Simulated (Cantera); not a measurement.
What does this Cantera script print?

```python
import numpy as np
import cantera as ct

gas = ct.Solution("gri30.yaml")
gas.TPX = 1225, 72000, {'N2O': 5}
reactor = ct.IdealGasConstPressureReactor(gas, energy="off", clone=False)
net = ct.ReactorNet([reactor])
net.rtol, net.atol = 1e-08, 1e-18
show = ['N2O', 'O', 'NO2', 'O2', 'N2', 'NO']
times = np.geomspace(0.0003, 8, 12)

steps = ct.SolutionArray(gas, extra=["t"])
rows = []
print(f"{'t/s':>10s}{'T/K':>9s}{'P/Pa':>11s}" + "".join(f"{s:>11s}" for s in show))
for t in times:
    while net.time < t:
        t_next = net.step()
        steps.append(gas.state, t=t_next)
    rows.append([np.interp(t, steps.t, y) for y in (steps.T, steps.P, *steps(*show).X.T)])
    print(f"{t:10.3e}{rows[-1][0]:9.1f}{rows[-1][1]:11.4g}" + "".join(f"{x:11.3e}" for x in rows[-1][2:]))
rate = np.gradient(steps.T, steps.t)
print("integrator steps:", len(steps.t))
if steps.T.max() > steps.T[0] + 200:
    print(f"time of steepest temperature rise: {steps.t[rate.argmax()]:.4e} s")
gas.TPX = 1225, 72000, {'N2O': 5}
gas.equilibrate("TP")
print(f"equilibrium (TP): T = {gas.T:.1f} K  " + "  ".join(f"{s} {gas[s].X[0]:.3e}" for s in show))
```

It prints:

```
       t/s      T/K       P/Pa        N2O          O        NO2         O2         N2         NO
 3.000e-04   1225.0    7.2e+04  9.997e-01  2.569e-06  1.998e-09  8.763e-05  1.892e-04  2.282e-05
 7.577e-04   1225.0    7.2e+04  9.992e-01  2.569e-06  1.298e-08  2.247e-04  4.813e-04  5.852e-05
 1.914e-03   1225.0    7.2e+04  9.981e-01  2.569e-06  8.113e-08  5.705e-04  1.218e-03  1.485e-04
 4.833e-03   1225.0    7.2e+04  9.951e-01  2.567e-06  4.820e-07  1.441e-03  3.073e-03  3.749e-04
 1.221e-02   1225.0    7.2e+04  9.877e-01  2.563e-06  2.575e-06  3.623e-03  7.724e-03  9.410e-04
 3.083e-02   1225.0    7.2e+04  9.694e-01  2.552e-06  1.119e-05  9.031e-03  1.925e-02  2.338e-03
 7.785e-02   1225.0    7.2e+04  9.252e-01  2.519e-06  3.655e-05  2.206e-02  4.702e-02  5.684e-03
 1.966e-01   1225.0    7.2e+04  8.259e-01  2.437e-06  9.450e-05  5.140e-02  1.095e-01  1.312e-02
 4.966e-01   1225.0    7.2e+04  6.341e-01  2.237e-06  2.037e-04  1.083e-01  2.304e-01  2.702e-02
 1.254e+00   1225.0    7.2e+04  3.598e-01  1.783e-06  3.490e-04  1.905e-01  4.042e-01  4.518e-02
 3.168e+00   1225.0    7.2e+04  1.206e-01  9.689e-07  4.527e-04  2.643e-01  5.577e-01  5.699e-02
 8.000e+00   1225.0    7.2e+04  1.636e-02  2.036e-07  5.285e-04  2.982e-01  6.265e-01  5.842e-02
integrator steps: 873
equilibrium (TP): T = 1225.0 K  N2O 1.479e-08  O 2.881e-08  NO2 4.395e-06  O2 3.332e-01  N2 6.665e-01  NO 2.746e-04
```

Cantera simulation using GRI-Mech 3.0 (53 species, 325 reactions); the numbers are that mechanism's predictions, not measurements. GRI-Mech 3.0 was tuned for natural gas; its chemistry of N2O as a main component is partial and can be far from experiment. The mechanism lacks the step 2 NO + O2 → 2 NO2, which can matter for NO2 below about 1400 K. The temperature is held fixed by assumption; the heat of reaction is taken as removed at once.
